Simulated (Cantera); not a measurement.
Source: NASA polynomial tables (part measured, part estimated), evaluated in Cantera. Values are per mole of reaction as written; species without (g) are pure solids or liquids, kept so even where they would boil at 1 bar. TiC: taken at fixed stoichiometry.

2 CO(g) + 3 Ti + 4 H2O(g) = 2 CH4(g) + 3 TiO2

| T (K) | ΔH° (kJ) | ΔS° (J/K) | ΔG° (kJ) | log10 K |
|---|---|---|---|---|
| 2398 | -1564.1 | -597.6 | -131.0 | 2.85 |
| 2448 | [?] | [?] | [?] | [?] |
| 2498 | -1555.8 | -594.3 | -71.4 | 1.49 |
| 2548 | [?] | [?] | [?] | [?] |
| 2598 | -1547.5 | -591.0 | -12.1 | 0.24 |
| 2648 | [?] | [?] | [?] | [?] |
| 2698 | -1539.3 | -587.9 | 46.8 | -0.91 |

**Question.** Fill in the missing entries.

**Answer.** 
- 2448, ΔH° (kJ): -1560.0
- 2448, ΔS° (J/K): -595.9
- 2448, ΔG° (kJ): -101.1
- 2448, log10 K: 2.16
- 2548, ΔH° (kJ): -1551.7
- 2548, ΔS° (J/K): -592.6
- 2548, ΔG° (kJ): -41.7
- 2548, log10 K: 0.85
- 2648, ΔH° (kJ): -1543.4
- 2648, ΔS° (J/K): -589.4
- 2648, ΔG° (kJ): 17.4
- 2648, log10 K: -0.34
